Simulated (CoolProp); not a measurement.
The numbers come from the reference Helmholtz-energy equation of state, Platzer 1990 in CoolProp. This equation is an older, rougher fit; its heat capacities, sound speeds and derivatives of the liquid may be far off and weren't checked against measurements.

Question: Give the vapour pressure (MPa), liquid density (kg/m³), vapour density (kg/m³) of saturated c-C4F8 (RC318) at 10.45, 43.05, 51.15 °C.

Answer: 
```
T (°C)  p (MPa)  liquid density (kg/m³)  vapour density (kg/m³)
------  -------  ----------------------  ----------------------
10.45     0.191                    1560                    17.4
43.05     0.536                    1420                    48.0
51.15     0.668                    1380                    60.2
```
